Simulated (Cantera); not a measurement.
Input (Python, Cantera) and output of one run.

```python
import numpy as np
import cantera as ct

gas_names = [...]  # 123 gases of nasa_gas.yaml made of C, H, O, S
cond_names = """
    C(gr) C6H6(L) C7H8(L) C8H18(L),n-octa H2O(s) H2O(L) H2SO4(L) S(cr1) S(cr2) S(L)
""".split()


# ... load() reads the species with a 1 bar reference pressure and builds the phases ...
atoms = {
    'CS2': {'C': 1, 'S': 2},
    'H2': {'H': 2},
    'SO2': {'S': 1, 'O': 2},
}
top_T = {'C(gr)': 4500}  # K; cautious upper limits of use, not melting points


# ... equilibrate(T, P, feed) seeds the gas with the atoms and calls Mixture.equilibrate('TP', solver="vcs", rtol=1e-11, max_steps=5000) ...
results = []
feed = {'CS2': 1, 'H2': 0.42, 'SO2': 0.69}  # mol
T = 2425  # K
P = 17000  # Pa
mix = equilibrate(T, P, feed)
results.append((T, P, feed, dict(zip(mix.species_names, mix.species_moles))))
x = sorted(zip(gas.X, gas.species_names), reverse=True)
print(f"T = {T:g} K  P = {P:g} Pa  gas = {mix.phase_moles(0):.4g} mol")
print("   x: " + "  ".join(f"{s} {v:.3e}" for v, s in x if v > 0.001))
print("   condensed (mol): " + ("  ".join(f"{mix.phase(i).name} {mix.phase_moles(i):.4g}"
      for i in range(1, mix.n_phases) if mix.phase_moles(i) > 1e-12) or "none"))
```

It prints:

```
T = 2425 K  P = 17000 Pa  gas = 2.952 mol
   x: S2 3.772e-01  CO 3.238e-01  H2 9.157e-02  SO 5.477e-02  S 4.717e-02  SH 2.887e-02  H2O 2.411e-02  SO2 1.658e-02  CO2 1.425e-02  H 1.314e-02  H2S 5.278e-03  S2O 1.739e-03
   condensed (mol): none
```

These are equilibrium values from Cantera (NASA tables, ideal gas, pure condensed phases), not measurements of a reactor.
